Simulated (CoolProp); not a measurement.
Values from CoolProp's reference Helmholtz-energy equation of state, Gao 2020.

Task: For ammonia, give the phase and the conductivity (mW/(m K)) at 317.15 °C and 1960 kPa.

Result: 
- 317.15 °C and 1960 kPa: gas; conductivity 68.4

Thermal conductivity comes from a separate model (Tufeu 1984).
